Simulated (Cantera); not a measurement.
Thermodynamics of hydrogen reduction and annealing atmospheres, feed Cr2O3 + H2

A closed system holds: 1 mol Cr2O3, 1.4 mol H2, held at 0.00630 bar.

Equilibrium computed with Cantera from the NASA thermochemical tables; the gas is ideal and each condensed phase is pure. Candidate condensed phases: Cr, Cr2O3, H2O; 13 gas species. Rates play no part.

From 1450 °C to 1900 °C the condensed part is Cr2O3(s). The main Cr-bearing gas is Cr throughout. The share of Cr in condensed phases is highest at 1450 °C (99.7 %) and lowest at 1900 °C (93.2 %).

```json
[
 {"T (°C)": "1450", "x H2": "0.989", "x H2O": "0.00535", "x Cr": "0.00357", "x H": "0.00228", "x CrO": "9.03e-6", "x OH": "6.78e-7", "x CrO2": "1.96e-8", "x O": "1.24e-9", "n Cr2O3(s)": "0.997"},
 {"T (°C)": "1500", "x H2": "0.983", "x H2O": "0.00832", "x Cr": "0.00554", "x H": "0.00355", "x CrO": "2.37e-5", "x OH": "1.87e-6", "x CrO2": "7.87e-8", "x O": "5.27e-9", "n Cr2O3(s)": "0.996"},
 {"T (°C)": "1550", "x H2": "0.974", "x H2O": "0.0126", "x Cr": "0.00839", "x H": "0.00539", "x CrO": "5.88e-5", "x OH": "4.85e-6", "x CrO2": "2.92e-7", "x O": "2.06e-8", "n Cr2O3(s)": "0.994"},
 {"T (°C)": "1600", "x H2": "0.961", "x H2O": "0.0186", "x Cr": "0.0124", "x H": "0.00797", "x CrO": "0.000139", "x OH": "1.20e-5", "x CrO2": "1.01e-6", "x O": "7.53e-8", "n Cr2O3(s)": "0.991"},
 {"T (°C)": "1650", "x H2": "0.944", "x H2O": "0.0268", "x Cr": "0.0178", "x H": "0.0115", "x CrO": "0.000312", "x OH": "2.82e-5", "x CrO2": "3.28e-6", "x O": "2.57e-7", "n Cr2O3(s)": "0.987"},
 {"T (°C)": "1700", "x H2": "0.920", "x H2O": "0.0377", "x Cr": "0.0250", "x H": "0.0163", "x CrO": "0.000672", "x OH": "6.35e-5", "x CrO2": "1.00e-5", "x O": "8.28e-7", "n Cr2O3(s)": "0.981"},
 {"T (°C)": "1750", "x H2": "0.890", "x H2O": "0.0519", "x Cr": "0.0343", "x H": "0.0226", "x CrO": "0.00139", "x OH": "0.000137", "x CrO2": "2.89e-5", "x O": "2.53e-6", "n Cr2O3(s)": "0.974"},
 {"T (°C)": "1800", "x H2": "0.851", "x H2O": "0.0698", "x Cr": "0.0459", "x H": "0.0306", "x CrO": "0.00275", "x OH": "0.000285", "x CrO2": "7.95e-5", "x O": "7.36e-6", "n Cr2O3(s)": "0.964"},
 {"T (°C)": "1850", "x H2": "0.802", "x H2O": "0.0917", "x Cr": "0.0598", "x H": "0.0405", "x CrO": "0.00527", "x OH": "0.000572", "x CrO2": "0.000209", "x O": "2.05e-5", "n Cr2O3(s)": "0.950"},
 {"T (°C)": "1900", "x H2": "0.743", "x H2O": "0.118", "x Cr": "0.0761", "x H": "0.0524", "x CrO": "0.00973", "x OH": "0.00111", "x CrO2": "0.000526", "x O": "5.49e-5", "n Cr2O3(s)": "0.932"}
]
```
x: gas mole fraction; n: condensed amount in mol.
